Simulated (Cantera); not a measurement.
Input (Python, Cantera) and output of one run.

```python
import numpy as np
import cantera as ct

gas_names = """
    TaO2 C2H2,acetylene C2H6 O3 O C2H4 CH3 H2O2
""".split()
cond_names = """
    TaC(s) TaC(L) Ta2O5(s) Ta2O5(L) C(gr)
""".split()


# ... load() reads the species with a 1 bar reference pressure and builds the phases ...
species = {s.name: s for s in load("nasa_gas.yaml", gas_names) + load("nasa_condensed.yaml", cond_names)}
# Each term lists the table entries of one substance; the one whose range holds T is used.
reactions = {
    '12 TaO2(g) + 9 C2H2(g) = 3 C2H6(g) + 12 TaC + 8 O3(g)':
        [(-12, ['TaO2']), (-9, ['C2H2,acetylene']), (3, ['C2H6']), (12, ['TaC(s)', 'TaC(L)']), (8, ['O3'])],
    'Ta2O5 + 2 C = 2 TaC + 5 O(g)':
        [(-1, ['Ta2O5(s)', 'Ta2O5(L)']), (-2, ['C(gr)']), (2, ['TaC(s)', 'TaC(L)']), (5, ['O'])],
    'C2H4(g) + 2 CH3(g) + 2 Ta2O5 = 5 H2O2(g) + 4 TaC':
        [(-1, ['C2H4']), (-2, ['CH3']), (-2, ['Ta2O5(s)', 'Ta2O5(L)']), (5, ['H2O2']), (4, ['TaC(s)', 'TaC(L)'])],
}


def pick(names, T):
    return next(species[n] for n in names if species[n].thermo.min_temp <= T <= species[n].thermo.max_temp)


results = []
for label, terms in reactions.items():
    print(label)
    print("     T/K   dH/kJ  dS/(J/K)   dG/kJ   log10 K")
    for T in [300, 2300, 2350, 2400, 2450, 2500, 2550, 2600]:
        used = [(nu, pick(names, T)) for nu, names in terms]
        dH = sum(nu * s.thermo.h(T) for nu, s in used) / 1e6
        dS = sum(nu * s.thermo.s(T) for nu, s in used) / 1e3
        dG = dH - T * dS / 1e3
        logK = -dG * 1e6 / (ct.gas_constant * T * np.log(10))
        results.append((label, T, dH, dS, dG, logK, [s.name for _, s in used]))
        print(f"{T:8g} {dH:8.1f} {dS:8.1f} {dG:8.1f} {logK:8.2f}")
```

It prints:

```
12 TaO2(g) + 9 C2H2(g) = 3 C2H6(g) + 12 TaC + 8 O3(g)
     T/K   dH/kJ  dS/(J/K)   dG/kJ   log10 K
     300   -490.1  -2063.2    128.9   -22.44
    2300   -117.7  -1796.4   4014.1   -91.16
    2350    -98.1  -1788.0   4103.7   -91.21
    2400    -77.8  -1779.4   4192.9   -91.25
    2450    -56.9  -1770.8   4281.6   -91.28
    2500    -35.5  -1762.2   4369.9   -91.30
    2550    -13.4  -1753.4   4457.8   -91.31
    2600      9.2  -1744.6   4545.3   -91.31
Ta2O5 + 2 C = 2 TaC + 5 O(g)
     T/K   dH/kJ  dS/(J/K)   dG/kJ   log10 K
     300   3003.7    735.6   2783.0  -484.56
    2300   2841.1    658.4   1326.8   -30.13
    2350   2837.8    657.0   1293.9   -28.76
    2400   2834.5    655.6   1261.1   -27.45
    2450   2831.2    654.2   1228.3   -26.19
    2500   2828.0    652.9   1195.6   -24.98
    2550   2824.8    651.7   1163.0   -23.82
    2600   2821.6    650.4   1130.5   -22.71
C2H4(g) + 2 CH3(g) + 2 Ta2O5 = 5 H2O2(g) + 4 TaC
     T/K   dH/kJ  dS/(J/K)   dG/kJ   log10 K
     300   2487.7    448.3   2353.2  -409.73
    2300   2118.1    221.5   1608.7   -36.53
    2350   2111.4    218.6   1597.7   -35.51
    2400   2104.9    215.8   1586.8   -34.54
    2450   2098.4    213.2   1576.1   -33.60
    2500   2092.1    210.6   1565.5   -32.71
    2550   2085.8    208.1   1555.1   -31.85
    2600   2079.6    205.7   1544.7   -31.03
```

Cantera with NASA thermochemical tables; ideal gases at 1 bar, condensed phases pure. TaC: taken at fixed stoichiometry. Condensed species are held in their standard states even where they would react or evaporate.
